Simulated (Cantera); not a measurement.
Feed: 1 mol HI, 8.7 mol H₂O, 9.8 mol O₂, held at 13300 Pa.

Method: chemical equilibrium by Gibbs-energy minimisation in Cantera with the NASA 1993 tables (ideal gas, pure condensed phases). Candidate condensed phases: H₂O, I₂; 12 gas species. Equilibrium is a limit: real reactors are often held back by kinetics, nucleation or transport. All values below are at 2900 K.

Base state: O₂ 0.345, H₂O 0.258, O 0.128, OH 0.128, H 0.0614, I 0.0421, H₂ 0.0381, HI 0.000360 (mole fractions); condensed: gas only.

What changes in the equilibrium state with this change: O₂ from 9.8 to 3 mol?


| species | before | after |
|---|---|---|
| H₂O | 0.258 | 0.385 |
| O₂ | 0.345 | 0.161 |
| OH | 0.128 | 0.129 |
| H₂ | 0.0381 | 0.0831 |
| H | 0.0614 | 0.0907 |
| I | 0.0421 | 0.0621 |
| O | 0.128 | 0.0874 |
| HI | 0.000360 | 0.000784 |
| HO₂ | 4.96e-5 | 3.43e-5 |
